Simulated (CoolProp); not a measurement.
A simple Rankine cycle with n-perfluorohexane: condensing at 290.15 K, boiler at 0.337 MPa, turbine inlet 376.1 K, turbine efficiency 0.9, pump efficiency 0.8, no recuperator. Each further row changes one setting.

Computed with CoolProp (reference Helmholtz-energy equation of state, Gao 2022).

```csv
case,thermal efficiency (%),net work (kJ/kg),heat in (kJ/kg),turbine exit temperature (K),volume ratio over the turbine
as stated,12.7,21.0,165,___,17.6
turbine inlet 396.1 K,___,22.4,185,367.9,17.2
condensing temperature 282.15 K,___,23.9,173,___,25.8
boiler pressure 0.236 MPa,11.2,18.7,167,___,___
turbine efficiency 0.8,11.3,18.6,165,350.6,17.7
```

Q: What belongs in the gaps?

A: 
- as stated, turbine exit temperature (K): 347.9
- turbine inlet 396.1 K, thermal efficiency (%): 12.1
- condensing temperature 282.15 K, thermal efficiency (%): 13.8
- condensing temperature 282.15 K, turbine exit temperature (K): 344.5
- boiler pressure 0.236 MPa, turbine exit temperature (K): 352.3
- boiler pressure 0.236 MPa, volume ratio over the turbine: 11.8
